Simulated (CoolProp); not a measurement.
A single-stage vapour-compression cycle with nitrous oxide: evaporating at 203.15 K (dew point), condensing at 237.15 K (bubble point), superheat 10 K, subcooling 2 K, compressor efficiency 0.8, no pressure losses. Each further row changes one setting.

The numbers come from the reference Helmholtz-energy equation of state, Lemmon 2006 in CoolProp. It is a short technical equation, of lower accuracy than the large ones.

```tsv
case	cooling COP	pressure ratio	discharge temperature (K)	refrigerating effect (kJ/kg)	volumetric capacity (kJ/m³)
as stated	3.92	3.96	310.8	304	2150
evaporating temperature 208.15 K	[?]	3.13	299.0	[?]	2700
condensing temperature 232.15 K	4.71	3.32	297.2	313	2220
subcooling 7 K	4.03	3.96	310.8	313	2220
superheat 20 K	3.83	3.96	324.0	312	2100
compressor efficiency 0.7	[?]	3.96	322.4	304	2150
```

**Question.** What belongs in the gaps?

**Answer.** 
- evaporating temperature 208.15 K, cooling COP: 4.83
- evaporating temperature 208.15 K, refrigerating effect (kJ/kg): 306
- compressor efficiency 0.7, cooling COP: 3.43
